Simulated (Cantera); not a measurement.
Input (Python, Cantera):

```python
import numpy as np
import cantera as ct

gas = ct.Solution("gri30.yaml")
gas.TPX = 1025, 11000, {'C2H6': 1, 'N2': 1.8}
inlet = ct.Reservoir(gas, clone=True)

reactor = ct.IdealGasConstPressureReactor(gas, energy="off", clone=False)
exhaust = ct.Reservoir(gas, clone=True)
tau = [0.55, 0.2, 0.076, 0.028, 0.01, 0.0039, 0.0014, 0.00053, 0.0002][0]
for a, b in ((inlet, reactor), (reactor, exhaust)):
    ct.MassFlowController(a, b, mdot=lambda t: reactor.mass / tau)
net = ct.ReactorNet([reactor])
show = ['C2H6', 'C2H2', 'H2', 'C2H4', 'CH2']

rows = []
print(f"{'tau/s':>10s}{'T/K':>9s}" + "".join(f"{s:>11s}" for s in show))
for tau in [0.55, 0.2, 0.076, 0.028, 0.01, 0.0039, 0.0014, 0.00053, 0.0002]:
    net.initial_time = 0.0
    net.advance(30 * tau)
    before = gas.X
    net.advance(40 * tau)
    drift = np.max(np.abs(gas.X - before) / (gas.X + 1e-9))
    rows.append([gas.T, *gas[show].X, drift])
    print(f"{tau:10.3e}{gas.T:9.1f}" + "".join(f"{x:11.3e}" for x in gas[show].X))
```

Result:

```
     tau/s      T/K       C2H6       C2H2         H2       C2H4        CH2
 5.500e-01   1025.0  2.785e-01  4.048e-04  5.567e-02  5.620e-02  6.378e-13
 2.000e-01   1025.0  3.259e-01  9.168e-05  2.214e-02  2.242e-02  6.307e-13
 7.600e-02   1025.0  3.460e-01  1.522e-05  7.904e-03  8.012e-03  4.946e-13
 2.800e-02   1025.0  3.541e-01  1.294e-06  2.165e-03  2.190e-03  2.362e-13
 1.000e-02   1025.0  3.566e-01  4.021e-08  3.738e-04  3.760e-04  6.135e-14
 3.900e-03   1025.0  3.571e-01  1.060e-09  5.808e-05  5.824e-05  2.139e-14
 1.400e-03   1025.0  3.571e-01  1.750e-11  6.678e-06  6.690e-06  8.621e-15
 5.300e-04   1025.0  3.571e-01  2.839e-13  7.265e-07  7.285e-07  3.448e-15
 2.000e-04   1025.0  3.571e-01  2.979e-15  6.259e-08  6.300e-08  1.008e-15
```

Model: GRI-Mech 3.0 (53 species, 325 reactions), integrated in Cantera. GRI-Mech 3.0 stops at C3 and has no aromatics, soot or wall deposition, so with more carbon than oxygen in the feed, carbon stays in small species such as C2H2 where larger ones or solid carbon would form.
